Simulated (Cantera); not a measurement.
Input: 1 mol Si3N4, 0.44 mol H2O, 68 mol N2.

Equilibrium computed with Cantera from the NASA thermochemical tables; the gas is ideal and each condensed phase is pure. Candidate condensed phases: H2O, Si, SiO2, Si2N2O, Si3N4; 35 gas species. Mutual solubility and eutectic melting of coexisting phases are not modelled. Kinetics and transport are ignored.

Question: What condenses at these points (T in K, P in Pa): (1300, 100000); (1225, 6.8); (1600, 6.8); (1750, 1); (1300, 1); (1600, 46); (1300, 320)?

Answer: 
```csv
T (K),P in Pa,condensed phases,Si condensed (%)
1300,100000,Si2N2O + Si3N4,100.0
1225,6.8,Si2N2O + Si3N4,100.0
1600,6.8,Si,81.8
1750,1,gas only,0.0
1300,1,Si2N2O + Si3N4,99.7
1600,46,Si3N4,84.9
1300,320,Si2N2O + Si3N4,100.0
```
